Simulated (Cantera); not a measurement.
A Cantera script and its output.

```python
import numpy as np
import cantera as ct

gas = ct.Solution("gri30.yaml")
gas.TPX = 750, 65000, {'C2H6': 1, 'O2': 3.76, 'N2': 14.2, 'CO2': 0.042}
inlet = ct.Reservoir(gas, clone=True)
gas.equilibrate("HP")  # start burning
reactor = ct.IdealGasConstPressureReactor(gas, energy="on", clone=False)
exhaust = ct.Reservoir(gas, clone=True)
tau = [0.13, 0.041, 0.014, 0.0044, 0.0014, 0.00047, 0.00015, 5e-05, 1.6e-05][0]
for a, b in ((inlet, reactor), (reactor, exhaust)):
    ct.MassFlowController(a, b, mdot=lambda t: reactor.mass / tau)
net = ct.ReactorNet([reactor])
show = ['C2H6', 'O2', 'CH2O', 'NO2', 'CH3']

rows = []
print(f"{'tau/s':>10s}{'T/K':>9s}" + "".join(f"{s:>11s}" for s in show))
for tau in [0.13, 0.041, 0.014, 0.0044, 0.0014, 0.00047, 0.00015, 5e-05, 1.6e-05]:
    net.initial_time = 0.0
    net.advance(30 * tau)
    before = gas.X
    net.advance(40 * tau)
    drift = np.max(np.abs(gas.X - before) / (gas.X + 1e-9))
    rows.append([gas.T, *gas[show].X, drift])
    print(f"{tau:10.3e}{gas.T:9.1f}" + "".join(f"{x:11.3e}" for x in gas[show].X))
```

Output:

```
     tau/s      T/K       C2H6         O2       CH2O        NO2        CH3
 1.300e-01   2395.1  9.743e-08  1.977e-02  2.149e-07  1.001e-06  5.624e-07
 4.100e-02   2379.9  3.063e-07  2.111e-02  6.069e-07  6.579e-07  1.550e-06
 1.400e-02   2343.5  8.860e-07  2.328e-02  1.431e-06  3.183e-07  3.523e-06
 4.400e-03   2272.7  2.719e-06  2.648e-02  3.340e-06  1.020e-07  7.895e-06
 1.400e-03   2185.1  8.036e-06  2.985e-02  8.107e-06  3.059e-08  1.866e-05
 4.700e-04   2102.5  2.303e-05  3.320e-02  2.077e-05  1.196e-08  4.700e-05
 1.500e-04   2023.2  7.738e-05  3.830e-02  6.395e-05  5.973e-09  1.435e-04
 5.000e-05   1897.4  4.390e-04  5.451e-02  2.946e-04  4.240e-09  7.288e-04
 1.600e-05    750.0  5.263e-02  1.979e-01 -2.868e-17 -1.972e-20  7.404e-16
```

Computed with Cantera and GRI-Mech 3.0 (53 species, 325 reactions).
